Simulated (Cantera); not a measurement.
Feed: 1 mol SiCl4, 0.91 mol Cl2, 3.1 mol H2, held at 1000 K and 1000 Pa.

These are equilibrium values from Cantera (NASA tables, ideal gas, pure condensed phases), not measurements of a reactor. Candidate condensed phases: Si; 19 gas species. The tables' values for SiCl3 are old estimates; treat these amounts as uncertain. Equilibrium is a limit: real reactors are often held back by kinetics, nucleation or transport.

Base state: H2 0.435, HCl 0.365, SiCl4 0.197, SiHCl3 0.00166, SiCl3 0.000437, SiCl2 2.34e-5 (mole fractions); condensed: gas only.

Task: What changes in the equilibrium state with this change: temperature from 1000 K to 1773 K?

Result: 
| species | before | after |
|---|---|---|
| HCl | 0.365 | 0.621 |
| H2 | 0.435 | 0.207 |
| SiCl2 | 2.34e-5 | 0.154 |
| SiCl4 | 0.197 | 0.00157 |
| SiCl3 | 0.000437 | 0.0119 |
| Cl | 1.17e-8 | 0.00298 |
| H | 1.50e-8 | 0.00130 |
The tables' values for SiCl3, SiCl are old estimates; treat these amounts as uncertain.

Task: What changes in the equilibrium state with this change: Cl2 from 0.91 to 0.082 mol?

Result: 
```json
[
 {"species": "H2", "before": "0.435", "after": "0.699"},
 {"species": "SiCl4", "before": "0.197", "after": "0.216"},
 {"species": "HCl", "before": "0.365", "after": "0.0627"},
 {"species": "SiHCl3", "before": "0.00166", "after": "0.0170"},
 {"species": "SiH2Cl2", "before": "1.50e-6", "after": "0.000144"},
 {"species": "SiCl2", "before": "2.34e-5", "after": "0.00140"},
 {"species": "SiCl3", "before": "0.000437", "after": "0.00354"}
]
```
